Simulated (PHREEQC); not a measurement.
Make-up at 25 °C: 0.059 mol HCl, 0.0072 mol CuSO4 and 0.21 mol CuCl2 per kg of water. Closed to the air; pH follows from the charge balance.

Model: ion-association model, wateq4f.dat, run in PHREEQC.

Each row changes one thing in this solution. Precipitation was switched off in this run.

| case | pH | ionic strength (mol/kgw) | Cl- (mol/kgw) | Cu+2 (mol/kgw) | CuCl+ (mol/kgw) | CuCl2 (mol/kgw) | SI of Chalcanthite (CuSO4:5H2O) | SI of Tenorite (CuO) |
|---|---|---|---|---|---|---|---|---|
| as made | 1.37 | 0.602 | 0.427 | 0.166 | 0.0448 | 0.00359 | -2.20 | -6.29 |
| HCl replaced by RbCl at the same molality | 4.16 | 0.602 | 0.427 | 0.165 | 0.0445 | 0.00357 | -2.02 | -0.72 |
| 0.069 mol/kgw Na2HPO4 added | 5.16 | 0.677 | 0.430 | 0.160 | 0.0421 | 0.00326 | -2.07 | +1.26 |
| 0.39 mol/kgw CdSO4 added | 1.86 | 0.865 | 0.169 | 0.122 | 0.0118 | 0.000326 | -0.70 | -5.49 |
| CuCl2 from 0.21 to 0.42 mol/kgw | 1.38 | 1.05 | 0.752 | 0.291 | 0.119 | 0.0135 | -2.13 | -6.11 |
| diluted 2-fold with water | 1.65 | 0.318 | 0.223 | 0.0910 | 0.0154 | 0.000790 | -2.49 | -5.90 |
| CuSO4 from 0.0072 to 0.00648 mol/kgw | 1.37 | 0.601 | 0.427 | 0.166 | 0.0447 | 0.00359 | -2.25 | -6.30 |
| diluted 5-fold with water | 2.03 | 0.133 | 0.0921 | 0.0392 | 0.00356 | 9.47e-5 | -2.89 | -5.41 |
| CuCl2 from 0.21 to 0.105 mol/kgw | 1.36 | 0.351 | 0.250 | 0.0920 | 0.0170 | 0.000951 | -2.29 | -6.50 |

The ionic strength passes 0.7 mol/kgw, the rough limit of the ion-association models, in 0.39 mol/kgw CdSO4 added; CuCl2 from 0.21 to 0.42 mol/kgw. Some of these states are supersaturated (in Atacamite, Antlerite, Cu3(PO4)2:3H2O, for instance). H3PO4, which wateq4f.dat lacks, is added to it with the constant of phreeqc.dat. The database has no phosphate complexes of Cu.
